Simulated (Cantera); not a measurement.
## borazine + N₂ + H₂O (boron, boron nitride and boron oxide)

A closed system holds: 1 mol borazine, 22 mol N₂, 0.68 mol H₂O, held at 0.133 bar.

Cantera equilibrium calculation (NASA polynomials, part measured and part estimated; ideal gas, pure solids and liquids). Candidate condensed phases: B, BN, B₂O₃, B₃O₃H₃, H₂O; 39 gas species. The feed counts by its element totals alone. The tables' values for BH₂ are old estimates; treat these amounts as uncertain. The numbers say what is thermodynamically allowed, not how fast it happens.

From 1848 K to 2348 K the condensed part is BN(s). The main B-bearing gas is B₂O₃ at 1848 K and BO at 2348 K. The share of B in condensed phases is highest at 1848 K (83.1 %) and lowest at 2348 K (77.2 %).

| T (K) | x N₂ | x H₂ | x HBO | x H | x BO | x B₂O₃ | x B₂O₂ | n BN(s) |
|---|---|---|---|---|---|---|---|---|
| 1848 | 0.849 | 0.135 | 0.00658 | 0.000534 | 0.000439 | 0.00359 | 0.00112 | 2.49 |
| 1898 | 0.849 | 0.135 | 0.00817 | 0.000785 | 0.000765 | 0.00309 | 0.00159 | 2.46 |
| 1948 | 0.848 | 0.134 | 0.00973 | 0.00113 | 0.00126 | 0.00245 | 0.00209 | 2.43 |
| 1998 | 0.847 | 0.133 | 0.0111 | 0.00160 | 0.00195 | 0.00179 | 0.00254 | 2.40 |
| 2048 | 0.846 | 0.132 | 0.0121 | 0.00223 | 0.00285 | 0.00118 | 0.00284 | 2.37 |
| 2098 | 0.845 | 0.131 | 0.0128 | 0.00305 | 0.00394 | 0.000720 | 0.00294 | 2.35 |
| 2148 | 0.844 | 0.130 | 0.0130 | 0.00412 | 0.00520 | 0.000407 | 0.00286 | 2.34 |
| 2198 | 0.843 | 0.130 | 0.0128 | 0.00549 | 0.00659 | 0.000217 | 0.00263 | 2.33 |
| 2248 | 0.841 | 0.129 | 0.0123 | 0.00722 | 0.00808 | 0.000111 | 0.00231 | 2.32 |
| 2298 | 0.839 | 0.128 | 0.0117 | 0.00937 | 0.00961 | 5.54e-5 | 0.00197 | 2.32 |
| 2348 | 0.838 | 0.126 | 0.0108 | 0.0120 | 0.0111 | 2.69e-5 | 0.00163 | 2.32 |
x: gas mole fraction; n: condensed amount in mol.
